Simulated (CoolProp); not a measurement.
The numbers come from the reference Helmholtz-energy equation of state, Lemmon 2006 in CoolProp. It is a short technical equation, of lower accuracy than the large ones.

Problem. Give the vapour pressure (bar), enthalpy of vaporisation (kJ/kg), vapour Z, liquid viscosity (µPa s) of saturated n-decane at 207.65, 232.85, 277.05 °C.

Solution. 
```tsv
T (°C)	p (bar)	enthalpy of vaporisation (kJ/kg)	vapour Z	liquid viscosity (µPa s)
207.65	2.21	253	0.890	160
232.85	3.68	233	0.843	135
277.05	7.93	190	0.726	97.0
```

Viscosity comes from a separate model (Huber 2004).
